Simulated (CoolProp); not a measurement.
Hydrogen chloride along the isobar 8740 kPa: density (kg/m³) from the reference equation and from simpler models built on Tc = 51.5 °C, pc = 8314 kPa, ω = 0.130; each cubic takes its own stable root.

Model: reference Helmholtz-energy equation of state, Thol 2018, in CoolProp.

```json
[
 {"T (°C)": "-87.65", "phase": "liquid", "reference": "1202"},
 {"T (°C)": "-66.35", "phase": "liquid", "reference": "1151"},
 {"T (°C)": "-44.95", "phase": "liquid", "reference": "1095"},
 {"T (°C)": "-23.65", "phase": "liquid", "reference": "1035"},
 {"T (°C)": "-2.35", "phase": "liquid", "reference": "964.9"},
 {"T (°C)": "19.05", "phase": "liquid", "reference": "879.1"},
 {"T (°C)": "40.35", "phase": "liquid", "reference": "753.3"},
 {"T (°C)": "61.65", "phase": "supercritical", "reference": "230.2"},
 {"T (°C)": "83.05", "phase": "supercritical", "reference": "163.7"},
 {"T (°C)": "104.35", "phase": "supercritical", "reference": "137.7"},
 {"T (°C)": "125.65", "phase": "supercritical", "reference": "121.7"}
]
```

How far does each simpler model (van der Waals, Soave-Redlich-Kwong) lie from the reference over these 11 states: mean and median of the absolute difference, and the worst?


- van der Waals: mean 25.8 %, median 38.9 %, worst -40.2 % at -87.65 °C and 8740 kPa
- Soave-Redlich-Kwong: mean 10.6 %, median 12.0 %, worst -20.7 % at 40.35 °C and 8740 kPa
